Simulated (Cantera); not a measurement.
A Cantera script and what it prints.

```python
import numpy as np
import cantera as ct

gas_names = """
    H HO2 H2 H2O H2O2 Mg MgH MgO MgOH MgO2H2 Mg2 O OH O2 O3
""".split()
cond_names = """
    H2O(s) H2O(L) Mg(cr) Mg(L) MgO(s) MgO(L) MgO2H2(s)
""".split()


# ... load() reads the species with a 1 bar reference pressure and builds the phases ...
atoms = {
    'Mg(OH)2': {'Mg': 1, 'O': 2, 'H': 2},
    'H2': {'H': 2},
    'O2': {'O': 2},
}
top_T = {}  # K; cautious upper limits of use, not melting points


# ... equilibrate(T, P, feed) seeds the gas with the atoms and calls Mixture.equilibrate('TP', solver="vcs", rtol=1e-11, max_steps=5000) ...
results = []
feed = {'Mg(OH)2': 1, 'H2': 0.15, 'O2': 14}  # mol
T = 1175  # K
P = 1000  # Pa
mix = equilibrate(T, P, feed)
results.append((T, P, feed, dict(zip(mix.species_names, mix.species_moles))))
print(gas.report(threshold=0.001))
for i in range(1, mix.n_phases):
    print(f"{mix.phase(i).name:16s} {mix.phase_moles(i):12.5e} mol")
```

It prints:

```
       temperature   1175 K
          pressure   1000 Pa
           density   0.0031661 kg/m^3
  mean mol. weight   30.931 kg/kmol
   phase of matter   gas

                          1 kg             1 kmol
                     ---------------   ---------------
          enthalpy        3.4811e+05        1.0767e+07  J
   internal energy             32263        9.9792e+05  J
           entropy              9345        2.8905e+05  J/K
    Gibbs function       -1.0632e+07       -3.2887e+08  J
 heat capacity c_p            1167.4             36109  J/K
 heat capacity c_v            898.59             27794  J/K

                      mass frac. Y      mole frac. X     chem. pot. / RT
                     ---------------   ---------------   ---------------
               H2O          0.044428          0.076281           -57.324
                O2           0.95557           0.92371           -31.709
     [  +13 minor]        4.7349e-06         8.617e-06

Mg(L)             0.00000e+00 mol
MgO(s)            1.00000e+00 mol
```

Method: chemical equilibrium by Gibbs-energy minimisation in Cantera with the NASA 1993 tables (ideal gas, pure condensed phases).
